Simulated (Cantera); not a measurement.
What does this Cantera script print?

```python
import numpy as np
import cantera as ct

gas_names = """
    H HNO HNO2 HNO3 HO2 H2 H2O H2O2 N NH NH2 NH3 NH2OH NO NO2 NO3 N2 N2H2 N2H4 N2O O OH O2 O3 V VN VO
    VO2
""".split()
cond_names = """
    H2O(s) H2O(L) V(cr) V(L) VN(s) VO(s) VO(L) V2O3(s) V2O3(L) V2O4(I) V2O4(II) V2O4(L) V2O5(s) V2O5(L)
""".split()


def load(file, names, dense=False):
    # The tables refer to 1 bar. Condensed volumes are neglected.
    table = {s.name: s for s in ct.Species.list_from_file(file)}
    out = []
    for n in names:
        d = dict(table[n].input_data)
        d["thermo"] = dict(d["thermo"], **{"reference-pressure": 1e5})
        if dense:
            d["equation-of-state"] = {"model": "constant-volume", "density": "1e6 g/cm^3"}
        out.append(ct.Species.from_dict(d))
    return out


gas = ct.Solution(thermo="ideal-gas", species=load("nasa_gas.yaml", gas_names))
cond = {s.name: ct.Solution(thermo="fixed-stoichiometry", species=[s], name=s.name)
        for s in load("nasa_condensed.yaml", cond_names, dense=True)}
atoms = {
    'V2O5': {'V': 2, 'O': 5},
    'H2': {'H': 2},
    'N2': {'N': 2},
}
top_T = {'VN(s)': 2300}  # K; cautious upper limits of use, not melting points


def equilibrate(T, P, feed):
    n = {}
    for name, mol in feed.items():
        for a, k in atoms[name].items():
            n[a] = n.get(a, 0.0) + k * mol
    gas.TPX = T, P, n
    mass = sum(n.values()) * gas.mean_molecular_weight
    gas.equilibrate("TP")
    valid = [c for c in cond.values() if c.min_temp <= T <= top_T.get(c.name, c.max_temp)]
    mix = ct.Mixture([(gas, mass / gas.mean_molecular_weight)] + [(c, 0.0) for c in valid])
    mix.T, mix.P = T, P
    mix.equilibrate("TP", solver="vcs", rtol=1e-11, max_steps=5000)
    return mix


results = []
feed = {'V2O5': 1, 'H2': 900, 'N2': 34}  # mol
T = 1475  # K
P = 10000  # Pa
mix = equilibrate(T, P, feed)
results.append((T, P, feed, dict(zip(mix.species_names, mix.species_moles))))
x = sorted(zip(gas.X, gas.species_names), reverse=True)
print(f"T = {T:g} K  P = {P:g} Pa  gas = {mix.phase_moles(0):.4g} mol")
print("   x: " + "  ".join(f"{s} {v:.3e}" for v, s in x if v > 1e-05))
print("   condensed (mol): " + ("  ".join(f"{mix.phase(i).name} {mix.phase_moles(i):.4g}"
      for i in range(1, mix.n_phases) if mix.phase_moles(i) > 1e-12) or "none"))
```

Output:

```
T = 1475 K  P = 10000 Pa  gas = 934 mol
   x: H2 9.605e-01  N2 3.640e-02  H2O 3.044e-03  H 4.020e-05
   condensed (mol): VO(s) 1.686  V2O3(s) 0.157
```

Cantera equilibrium calculation (NASA polynomials, part measured and part estimated; ideal gas, pure solids and liquids). Mutual solubility and eutectic melting of coexisting phases are not modelled. VO: taken at fixed stoichiometry. Condensed phases not in the tables: the oxides between V2O3 and V2O5 other than VO2.
